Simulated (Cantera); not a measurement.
Cantera with NASA thermochemical tables; ideal gases at 1 bar, condensed phases pure. Values are per mole of reaction as written; species without (g) are pure solids or liquids, kept so even where they would boil at 1 bar.

Cr₂O₃ + N₂O(g) → 2 Cr + 2 NO₂(g), with ΔH° = 1121.8 kJ and ΔS° = 227.5 J/K at 300 K.

**Question.** How far is the shortcut ΔG° ≈ ΔH°(300 K) − T·ΔS°(300 K) from the full temperature-dependent value at 2523, 2623, 2723, 2823, 2923 K?

**Answer.** 
```json
[
 {"T (K)": "2523", "shortcut (kJ)": "547.8", "full (kJ)": "593.7", "difference (kJ)": "-45.9", "difference in log10 K": "0.95", "condensed phases": "Cr₂O₃(s), Cr(l)"},
 {"T (K)": "2623", "shortcut (kJ)": "525.0", "full (kJ)": "572.5", "difference (kJ)": "-47.5", "difference in log10 K": "0.95", "condensed phases": "Cr₂O₃(l), Cr(l)"},
 {"T (K)": "2723", "shortcut (kJ)": "502.3", "full (kJ)": "555.4", "difference (kJ)": "-53.1", "difference in log10 K": "1.02", "condensed phases": "Cr₂O₃(l), Cr(l)"},
 {"T (K)": "2823", "shortcut (kJ)": "479.5", "full (kJ)": "538.4", "difference (kJ)": "-58.8", "difference in log10 K": "1.09", "condensed phases": "Cr₂O₃(l), Cr(l)"},
 {"T (K)": "2923", "shortcut (kJ)": "456.8", "full (kJ)": "521.4", "difference (kJ)": "-64.6", "difference in log10 K": "1.15", "condensed phases": "Cr₂O₃(l), Cr(l)"}
]
```
The shortcut ignores heat capacities and the phase changes listed.
